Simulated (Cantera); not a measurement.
An isothermal, constant-pressure homogeneous reactor starts with CH₄ : H₂ : O₂ = 0.023 : 1 : 0.013 (molar parts), equivalence ratio 42, at 2673 K and 75.0 Torr.

Computed with Cantera and GRI-Mech 3.0 (53 species, 325 reactions).

One state of this run: x CH₄ = 1.66e-5; x H₂ = 0.866; x O₂ = 1.15e-8; x H₂O = 0.00310; x C₂H = 3.10e-6. x: mole fraction; the columns are a selection and need not sum to one.

Problem. Which value of t (s) does it belong to?
A) 0.0109
B) 0.183
C) 0.000654
D) 7.82

Solution. A, 0.0109
